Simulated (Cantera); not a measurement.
Mixture: CH4 : H2 : O2 : N2 : H2O = 1 : 0.66 : 2.51 : 9.42 : 3.1 (molar parts), equivalence ratio 0.93, at 27.6 atm, adiabatic and at constant volume. Ignition delay is the time to a rise of 400 K.

Detailed kinetics in Cantera: GRI-Mech 3.0 (53 species, 325 reactions). The pressure lies above the range GRI-Mech 3.0 was tuned for (to about 10 atm).

| quantity | before | after |
|---|---|---|
| delay at 1248 K | 0.161 ms | 0.174 ms |
| delay at 1448 K | 22.1 µs | 20.0 µs |
| delay at 1648 K | 5.84 µs | 4.62 µs |
| delay at 1848 K | 2.08 µs | 1.62 µs |
| delay at 2048 K | 0.859 µs | 0.707 µs |
| apparent activation energy between 1848 and 2048 K | 140 kJ/mol | 130 kJ/mol |

Task: What was changed between the two runs?
A. pressure from 27.6 atm to 0.987 atm
B. CH4 1 to 0.68 parts
C. N2 9.42 to 6.4 parts
D. pressure from 27.6 atm to 9.87 atm

Result: B, CH4 1 to 0.68 parts
